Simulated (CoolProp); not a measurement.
Vapour-liquid equilibrium of R125 (1) + R152A (2) at 9.75 °C; x and y are mole fractions of (1).

Computed with CoolProp (multi-fluid Helmholtz-energy mixture model, Lemmon 2005 and Outcalt 1996; pair parameters Bell 2016).

```tsv
x	bubble pressure, mixture model (MPa)	bubble pressure, Raoult's law (MPa)	y, mixture model	y, Raoult's law
0.05	0.3968	0.3963	0.107	0.114
0.2	0.4723	0.4762	0.350	0.379
0.35	0.5444	0.5560	0.527	0.568
0.5	0.6178	0.6359	0.671	0.709
0.65	0.6958	0.7158	0.791	0.819
0.8	0.7801	0.7956	0.892	0.907
0.95	0.8707	0.8755	0.976	0.979
```

The largest gap from Raoult's law is -2.8 % in bubble pressure, at x = 0.5. No azeotrope shows between x = 0.05 and 0.95.

The pair parameters rest on a limited set of measurements; away from them the model extrapolates.
